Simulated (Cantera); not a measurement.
A diamond (100) surface in a fixed gas of H2 with x(CH4) = 0.014, x(H) = 0.03, at 1025 K, 8600 Pa; coverages are run to steady state.

Model: the Harris–Goodwin 1993 mechanism for the reconstructed diamond (100) surface, integrated in Cantera.

θ: site fractions in the mechanism's names (c6HH fully hydrogenated, c6H* and c6*H radical sites, c6** diradical, c6HM methylated).

| x(CH3) | growth (µm/h) | θ c6HH | θ c6H* | θ c6*H | θ c6** | θ c6HM |
|---|---|---|---|---|---|---|
| 1e-06 | 0.0510 | 0.574 | 0.0211 | 0.393 | 0.0118 | 1.64e-5 |
| 2.5e-06 | 0.127 | 0.574 | 0.0211 | 0.393 | 0.0118 | 4.10e-5 |
| 6.2e-06 | 0.316 | 0.574 | 0.0211 | 0.393 | 0.0118 | 0.000102 |
| 1.6e-05 | 0.815 | 0.574 | 0.0211 | 0.393 | 0.0118 | 0.000263 |
| 3.9e-05 | 1.99 | 0.574 | 0.0211 | 0.393 | 0.0117 | 0.000640 |
| 9.6e-05 | 4.88 | 0.573 | 0.0211 | 0.392 | 0.0117 | 0.00157 |
| 0.00024 | [?] | 0.571 | 0.0210 | 0.391 | 0.0117 | [?] |
| 0.0006 | [?] | 0.566 | 0.0208 | 0.388 | 0.0115 | [?] |
| 0.0015 | 73.5 | 0.555 | 0.0204 | 0.380 | 0.0112 | 0.0237 |

### Question
What belongs in the gaps?

### Answer

- 0.00024, growth (µm/h): 12.2
- 0.00024, θ c6HM: 0.00392
- 0.0006, growth (µm/h): 30.1
- 0.0006, θ c6HM: 0.00970
